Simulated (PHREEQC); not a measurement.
Solution (65 °C): 98 mmol/kgw HCl, 0.72 mmol/kgw CaCl2 and 0.16 mmol/kgw Ag2SO4. Closed to the air; pH follows from the charge balance.

Model: ion-association model, wateq4f.dat, run in PHREEQC.

Precipitation was switched off in this run.

Order these S species by the share of S that they hold, largest first: SO4-2, HSO4-, CaSO4, CaHSO4+.

HSO4- (90 %), SO4-2 (9.5 %), CaHSO4+ (0.28 %), CaSO4 (0.23 %)

Order these Ag species by the share of Ag that they hold, largest first: AgCl, AgCl4-3, AgCl2-, Ag+, AgCl3-2.

AgCl2- (59 %), AgCl3-2 (22 %), AgCl4-3 (10 %), AgCl (7.7 %), Ag+ (0.13 %)

The pH is 1.10 and the ionic strength 0.100 mol/kgw. The solution is supersaturated, for example in Cerargyrite, so a real one may precipitate; this is no full list. Complexes and solids missing from the database can't appear. Away from 25 °C the constants follow the database's enthalpies or fits; those with neither stay at their 25 °C values.
